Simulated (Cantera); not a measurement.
# Carbothermic reduction: CuO + C + CO

Input: 1 mol CuO, 7.8 mol C, 1.7 mol CO, equilibrated at 47.3 Torr.

Equilibrium computed with Cantera from the NASA thermochemical tables; the gas is ideal and each condensed phase is pure. Candidate condensed phases: C, Cu, CuO, Cu2O; 15 gas species. Equilibrium is a limit: real reactors are often held back by kinetics, nucleation or transport.

```
T (K)  log p CO  log p CO2  log p Cu  log p Cu2  n C(graphite)  n Cu(s)  n Cu(l)
-----  --------  ---------  --------  ---------  -------------  -------  -------
973       -1.23      -2.45    -11.29       <-13           6.94     1.00        0
1023      -1.21      -2.87    -10.42       <-13           6.86     1.00        0
1073      -1.20      -3.26     -9.62       <-13           6.82     1.00        0
1123      -1.20      -3.62     -8.90       <-13           6.81     1.00        0
1173      -1.20      -3.96     -8.24     -12.93           6.80     1.00        0
1223      -1.20      -4.26     -7.64     -12.07           6.80    1.000        0
1273      -1.20      -4.55     -7.08     -11.29           6.80    1.000        0
1323      -1.20      -4.80     -6.57     -10.56           6.80    1.000        0
1373      -1.20      -5.04     -6.10      -9.90           6.80        0    1.000
1423      -1.20      -5.27     -5.68      -9.32           6.80        0    1.000
1473      -1.20      -5.47     -5.29      -8.77           6.80        0    1.000
```
log p: log10 of the partial pressure in bar; n: condensed amount in mol.

From 973 K to 1323 K the condensed part is C(graphite) + Cu(s). From 1373 K to 1473 K the condensed part is C(graphite) + Cu(l).
